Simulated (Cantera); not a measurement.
Standard-state values (1 bar) from the NASA 1993 polynomials, evaluated with Cantera. Values are per mole of reaction as written; species without (g) are pure solids or liquids, kept so even where they would boil at 1 bar.

H2(g) + 2 OH(g) + 2 BaO ⇌ 2 Ba(OH)2

```csv
T (K),ΔH° (kJ),ΔS° (J/K),ΔG° (kJ),log10 K,condensed phases
798,(withheld),(withheld),(withheld),(withheld),"BaO(s), Ba(OH)2(l)"
948,-803.6,-318.7,-501.5,27.63,"BaO(s), Ba(OH)2(l)"
1098,-792.3,-307.6,-454.6,21.62,"BaO(s), Ba(OH)2(l)"
1248,-781.7,-298.5,-409.1,17.12,"BaO(s), Ba(OH)2(l)"
1398,-771.7,-291.0,-364.9,13.63,"BaO(s), Ba(OH)2(l)"
1548,-762.3,-284.6,-321.8,10.86,"BaO(s), Ba(OH)2(l)"
1698,-753.5,-279.1,-279.5,8.60,"BaO(s), Ba(OH)2(l)"
1848,-745.2,-274.5,-238.0,6.73,"BaO(s), Ba(OH)2(l)"
1998,(withheld),(withheld),(withheld),(withheld),"BaO(s), Ba(OH)2(l)"
2148,(withheld),(withheld),(withheld),(withheld),"BaO(s), Ba(OH)2(l)"
2298,-840.7,-315.2,-116.4,2.65,"BaO(l), Ba(OH)2(l)"
```

### Question
Complete the blanks.

### Answer

- 798, ΔH° (kJ): -815.6
- 798, ΔS° (J/K): -332.4
- 798, ΔG° (kJ): -550.3
- 798, log10 K: 36.02
- 1998, ΔH° (kJ): -737.5
- 1998, ΔS° (J/K): -270.4
- 1998, ΔG° (kJ): -197.1
- 1998, log10 K: 5.15
- 2148, ΔH° (kJ): -730.2
- 2148, ΔS° (J/K): -266.9
- 2148, ΔG° (kJ): -156.8
- 2148, log10 K: 3.81
